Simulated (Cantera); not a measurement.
Feed: 1 mol HgO, 0.39 mol N2, equilibrated at 0.530 bar.

Method: chemical equilibrium by Gibbs-energy minimisation in Cantera with the NASA 1993 tables (ideal gas, pure condensed phases). Candidate condensed phases: Hg, HgO; 10 gas species. Equilibrium is a limit: real reactors are often held back by kinetics, nucleation or transport.

x: gas mole fraction; n: condensed amount in mol.

| T (K) | x N2 | x Hg | x O2 | x NO | n HgO(s) |
|---|---|---|---|---|---|
| 623 | 0.851 | 0.0997 | 0.0498 | … | 0.954 |
| 648 | 0.689 | 0.207 | 0.104 | … | 0.883 |
| 673 | 0.389 | 0.407 | 0.204 | … | 0.592 |
| 698 | 0.206 | 0.529 | 0.265 | … | 0 |
| 723 | 0.206 | 0.529 | 0.265 | … | 0 |
| 748 | 0.206 | 0.529 | 0.265 | … | 0 |
| 773 | 0.206 | 0.529 | 0.265 | … | 0 |
| 798 | 0.206 | 0.529 | 0.265 | … | 0 |
| 823 | 0.206 | 0.529 | 0.265 | … | 0 |
| 848 | 0.206 | 0.529 | 0.265 | … | 0 |
| 873 | 0.206 | 0.529 | 0.265 | … | 0 |
| 898 | 0.206 | 0.529 | 0.265 | … | 0 |
| 923 | 0.206 | 0.529 | 0.265 | … | 0 |
| 948 | 0.206 | 0.529 | 0.265 | … | 0 |

### Question
Fill in the missing entries.

### Answer

- 623, x NO: 2.05e-8
- 648, x NO: 5.25e-8
- 673, x NO: 1.04e-7
- 698, x NO: 1.55e-7
- 723, x NO: 2.66e-7
- 748, x NO: 4.43e-7
- 773, x NO: 7.12e-7
- 798, x NO: 1.11e-6
- 823, x NO: 1.69e-6
- 848, x NO: 2.50e-6
- 873, x NO: 3.63e-6
- 898, x NO: 5.15e-6
- 923, x NO: 7.18e-6
- 948, x NO: 9.83e-6
